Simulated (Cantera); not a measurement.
A freely propagating, adiabatic, planar premixed flame of CO : H₂ : CH₄ : O₂ : N₂ = 1 : 0.17 : 0.66 : 2.24 : 8.43 (molar parts), equivalence ratio 0.85, unburnt at 300 K and 900 Torr; mixture-averaged transport, grid criteria slope 0.08 and curve 0.16, no radiation.

Model: GRI-Mech 3.0 (53 species, 325 reactions), integrated in Cantera. Burning velocities carry a grid error of a few per cent, more on coarse grids.

### Question
What does this change do: inlet temperature 300 to 600 K?

### Answer
| quantity | before | after |
|---|---|---|
| laminar burning velocity | 41.7 cm/s | 149 cm/s |
| thermal thickness | 0.370 mm | 0.293 mm |
| peak x(H) | 0.00521 | 0.00859 |
| peak x(C₂H₂) | 2.91e-6 | 6.38e-6 |
